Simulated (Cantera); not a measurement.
Input (Python, Cantera) and output of one run.

```python
import numpy as np
import cantera as ct

gas_names = """
    F F2 H HF H2 H2F2 H3F3 H4F4 H5F5 H6F6 H7F7 N NF NF2 NF3 NH NH2 NH3 N2 N2H2 N2H4 Si SiF SiF2 SiF3
    SiF4 SiH SiHF3 SiH2 SiH2F2 SiH3 SiH3F SiH4 SiN Si2 Si2N Si3
""".split()
cond_names = """
    Si(cr) Si(L) Si3N4(a)
""".split()


# ... load() reads the species with a 1 bar reference pressure and builds the phases ...
atoms = {
    'SiF4': {'Si': 1, 'F': 4},
    'NH3': {'N': 1, 'H': 3},
    'N2': {'N': 2},
}
top_T = {'Si3N4(a)': 2400}  # K; cautious upper limits of use, not melting points


# ... equilibrate(T, P, feed) seeds the gas with the atoms and calls Mixture.equilibrate('TP', solver="vcs", rtol=1e-11, max_steps=5000) ...
results = []
feed = {'SiF4': 1, 'NH3': 0.13, 'N2': 2.1}  # mol
P = 590  # Pa
for T in [1050, 1075, 1100, 1125, 1150, 1175, 1200, 1225]:
    mix = equilibrate(T, P, feed)
    results.append((T, P, feed, dict(zip(mix.species_names, mix.species_moles))))
    x = sorted(zip(gas.X, gas.species_names), reverse=True)
    print(f"T = {T:g} K  P = {P:g} Pa  gas = {mix.phase_moles(0):.4g} mol")
    print("   x: " + "  ".join(f"{s} {v:.3e}" for v, s in x if v > 1e-06))
    print("   condensed (mol): " + ("  ".join(f"{mix.phase(i).name} {mix.phase_moles(i):.4g}"
          for i in range(1, mix.n_phases) if mix.phase_moles(i) > 1e-12) or "none"))
```

Output:

```
T = 1050 K  P = 590 Pa  gas = 3.36 mol
   x: N2 6.443e-01  SiF4 2.973e-01  H2 5.770e-02  HF 4.977e-04  SiHF3 1.623e-04  SiF3 1.070e-04
   condensed (mol): Si3N4(a) 6.39e-05
T = 1075 K  P = 590 Pa  gas = 3.36 mol
   x: N2 6.442e-01  SiF4 2.972e-01  H2 5.763e-02  HF 5.947e-04  SiHF3 1.948e-04  SiF3 1.755e-04
   condensed (mol): Si3N4(a) 6.269e-05
T = 1100 K  P = 590 Pa  gas = 3.361 mol
   x: N2 6.442e-01  SiF4 2.970e-01  H2 5.756e-02  HF 7.046e-04  SiF3 2.813e-04  SiHF3 2.318e-04
   condensed (mol): Si3N4(a) 5.333e-05
T = 1125 K  P = 590 Pa  gas = 3.361 mol
   x: N2 6.442e-01  SiF4 2.968e-01  H2 5.747e-02  HF 8.282e-04  SiF3 4.413e-04  SiHF3 2.737e-04
   condensed (mol): Si3N4(a) 3.115e-05
T = 1150 K  P = 590 Pa  gas = 3.361 mol
   x: N2 6.441e-01  SiF4 2.965e-01  H2 5.737e-02  HF 9.846e-04  SiF3 6.659e-04  SiHF3 3.147e-04  SiF2 1.893e-06
   condensed (mol): none
T = 1175 K  P = 590 Pa  gas = 3.362 mol
   x: N2 6.440e-01  SiF4 2.962e-01  H2 5.722e-02  HF 1.254e-03  SiF3 9.140e-04  SiHF3 3.328e-04  SiF2 3.319e-06
   condensed (mol): none
T = 1200 K  P = 590 Pa  gas = 3.362 mol
   x: N2 6.439e-01  SiF4 2.959e-01  H2 5.703e-02  HF 1.590e-03  SiF3 1.230e-03  SiHF3 3.488e-04  SiF2 5.610e-06
   condensed (mol): none
T = 1225 K  P = 590 Pa  gas = 3.363 mol
   x: N2 6.438e-01  SiF4 2.954e-01  H2 5.680e-02  HF 2.006e-03  SiF3 1.625e-03  SiHF3 3.625e-04  SiF2 9.175e-06
   condensed (mol): none
```

Method: chemical equilibrium by Gibbs-energy minimisation in Cantera with the NASA 1993 tables (ideal gas, pure condensed phases). The tables' values for SiF3 are old estimates; treat these amounts as uncertain.
